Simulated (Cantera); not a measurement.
What does this Cantera script print?

```python
import numpy as np
import cantera as ct

gas_names = """
    NO PH3 P4 OH N
""".split()
cond_names = """

""".split()


def load(file, names, dense=False):
    # The tables refer to 1 bar. Condensed volumes are neglected.
    table = {s.name: s for s in ct.Species.list_from_file(file)}
    out = []
    for n in names:
        d = dict(table[n].input_data)
        d["thermo"] = dict(d["thermo"], **{"reference-pressure": 1e5})
        if dense:
            d["equation-of-state"] = {"model": "constant-volume", "density": "1e6 g/cm^3"}
        out.append(ct.Species.from_dict(d))
    return out


species = {s.name: s for s in load("nasa_gas.yaml", gas_names) + load("nasa_condensed.yaml", cond_names)}
# Each term lists the table entries of one substance; the one whose range holds T is used.
reactions = {
    '12 NO(g) + 4 PH3(g) = P4(g) + 12 OH(g) + 12 N(g)':
        [(-12, ['NO']), (-4, ['PH3']), (1, ['P4']), (12, ['OH']), (12, ['N'])],
}


def pick(names, T):
    return next(species[n] for n in names if species[n].thermo.min_temp <= T <= species[n].thermo.max_temp)


results = []
for label, terms in reactions.items():
    print(label)
    print("     T/K   dH/kJ  dS/(J/K)   dG/kJ   log10 K")
    for T in [1648, 1698, 1748, 1798, 1848, 1898, 1948, 1998]:
        used = [(nu, pick(names, T)) for nu, names in terms]
        dH = sum(nu * s.thermo.h(T) for nu, s in used) / 1e6
        dS = sum(nu * s.thermo.s(T) for nu, s in used) / 1e3
        dG = dH - T * dS / 1e3
        logK = -dG * 1e6 / (ct.gas_constant * T * np.log(10))
        results.append((label, T, dH, dS, dG, logK, [s.name for _, s in used]))
        print(f"{T:8g} {dH:8.1f} {dS:8.1f} {dG:8.1f} {logK:8.2f}")
```

Result:

```
12 NO(g) + 4 PH3(g) = P4(g) + 12 OH(g) + 12 N(g)
     T/K   dH/kJ  dS/(J/K)   dG/kJ   log10 K
    1648   5164.6   1097.3   3356.3  -106.38
    1698   5164.9   1097.4   3301.5  -101.56
    1748   5165.0   1097.5   3246.6   -97.01
    1798   5165.1   1097.6   3191.7   -92.72
    1848   5165.2   1097.6   3136.8   -88.66
    1898   5165.3   1097.6   3082.0   -84.82
    1948   5165.3   1097.6   3027.1   -81.17
    1998   5165.3   1097.6   2972.2   -77.70
```

Standard-state values (1 bar) from the NASA 1993 polynomials, evaluated with Cantera. Condensed species are held in their standard states even where they would react or evaporate.
